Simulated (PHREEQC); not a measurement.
A solution holds 0.2 mol/kgw CuCl2, 0.00033 mol/kgw HBF4 and 0.0003 mol/kgw MgCl2, at 20 °C. Closed to the air; pH follows from the charge balance.

Equilibrium calculation in PHREEQC: ion-association model, wateq4f.dat.

pH: 3.13
ionic strength: 0.532 mol/kgw
activity of water: 0.990
total alkalinity: -1.32 meq/kg

```tsv
species	molality	activity	log γ
Cl-	0.365	0.234	-0.193
Cu+2	0.166	0.0412	-0.606
CuCl+	0.0312	0.0202	-0.189
CuCl2	0.00213	0.00241	0.053
H+	0.000973	0.000743	-0.117
F-	0.000598	0.000376	-0.201
CuF+	0.000365	0.000269	-0.133
```

No solid was allowed to form. Species that the database lacks are ignored. Real BF4- forms and hydrolyses slowly; the run takes it at equilibrium.
